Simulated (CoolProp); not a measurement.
Vapour-liquid equilibrium of R134a (1) + R1234ze(E) (2) at 23.3 kPa; x and y are mole fractions of (1).

The numbers come from the multi-fluid Helmholtz-energy mixture model, Tillner-Roth 1994 and Thol 2016; pair parameters Bell 2022 in CoolProp.

| x | bubble temperature, mixture model (°C) | bubble temperature, Raoult's law (°C) | y, mixture model | y, Raoult's law |
|---|---|---|---|---|
| 0.05 | ? | -48.5 | 0.087 | 0.069 |
| 0.125 | ? | -49.0 | ? | 0.167 |
| 0.2 | -50.5 | -49.5 | ? | 0.260 |
| 0.275 | -51.1 | -50.0 | 0.372 | 0.348 |
| 0.35 | -51.6 | -50.4 | 0.446 | 0.431 |
| 0.425 | -52.0 | -50.9 | 0.514 | 0.510 |
| 0.5 | -52.4 | -51.3 | ? | 0.585 |
| 0.575 | -52.7 | -51.7 | 0.642 | 0.656 |
| 0.65 | ? | -52.1 | ? | 0.724 |
| 0.725 | -53.3 | -52.5 | 0.766 | 0.788 |
| 0.8 | ? | -52.9 | 0.828 | 0.850 |
| 0.875 | -53.7 | -53.3 | 0.891 | 0.908 |
| 0.95 | -53.8 | -53.7 | 0.956 | 0.964 |

Task: Fill in the missing entries.

Result: 
- 0.05, bubble temperature, mixture model (°C): -48.9
- 0.125, bubble temperature, mixture model (°C): -49.7
- 0.125, y, mixture model: 0.197
- 0.2, y, mixture model: 0.290
- 0.5, y, mixture model: 0.579
- 0.65, bubble temperature, mixture model (°C): -53.0
- 0.65, y, mixture model: 0.704
- 0.8, bubble temperature, mixture model (°C): -53.5

The largest gap from Raoult's law is -1.2 K in bubble temperature, at x = 0.35. No azeotrope shows between x = 0.05 and 0.95.

The pair parameters rest on a limited set of measurements; away from them the model extrapolates.
